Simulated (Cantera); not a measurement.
## Low-pressure radical oxidation in H2/O2

An isothermal, constant-pressure homogeneous reactor starts with 0.641 % H2, 97.1 % O2, 2.23 % N2, at 1300 K and 5.93 Torr.

Cantera simulation using GRI-Mech 3.0 (53 species, 325 reactions); the numbers are that mechanism's predictions, not measurements. Radical loss at walls, strong at low pressure, is not modelled.

```csv
t (s),x H2,x O2,x OH,x O,x H2O2
1.00e-5,0.00641,0.971,1.89e-11,1.90e-11,<1e-12
3.23e-5,0.00641,0.971,1.70e-10,1.71e-10,<1e-12
0.000104,0.00641,0.971,1.19e-9,1.22e-9,<1e-12
0.000337,0.00641,0.971,5.93e-9,6.35e-9,<1e-12
0.00109,0.00641,0.971,3.03e-8,3.59e-8,7.53e-12
0.00352,0.00641,0.971,4.74e-7,6.09e-7,6.98e-11
0.0114,0.00496,0.970,0.000676,0.00100,5.82e-9
0.0367,1.75e-5,0.965,0.000679,0.00568,5.52e-9
0.119,1.64e-5,0.966,0.000658,0.00532,5.44e-9
0.383,1.35e-5,0.967,0.000599,0.00437,5.20e-9
1.24,8.07e-6,0.968,0.000463,0.00257,4.48e-9
4.00,2.66e-6,0.970,0.000266,0.000831,2.87e-9
```
x: mole fraction; the columns are a selection and need not sum to one.

Equilibrium at this temperature and pressure: H2 6.41e-9, O2 0.971, OH 1.31e-5, O 1.97e-6, H2O2 3.09e-11 (gas phase only).
